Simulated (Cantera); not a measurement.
Charge: 1 mol B2O3, 0.6 mol O2, held at 1.70 mbar.

Cantera equilibrium calculation (NASA polynomials, part measured and part estimated; ideal gas, pure solids and liquids). Candidate condensed phases: B, B2O3; 10 gas species. Kinetics and transport are ignored.

At 1450 K, list the 4 most abundant gas species with their mole fractions, and the condensed phases.

O2 0.995, B2O3 0.00442, BO2 0.000528, O 4.86e-5. Condensed: B2O3(l).
